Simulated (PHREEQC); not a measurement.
Dissolve 3.8e-05 mol Ca(HCO3)2, 0.00021 mol Na2SO4 and 0.00057 mol H4SiO4 per kg of water at 25 °C. Closed to the air; pH follows from the charge balance.

Computed with PHREEQC (Pitzer model, pitzer.dat).

This is a speciation only: nothing precipitates in the calculation.

Task: Estimate the pH, osmotic coefficient.

Result: pH 7.59; osmotic coefficient 0.988.

Task: In which forms is C present?

Result: HCO3- 95 %, CO2 5.2 % of the C.

Species that the database lacks are ignored.
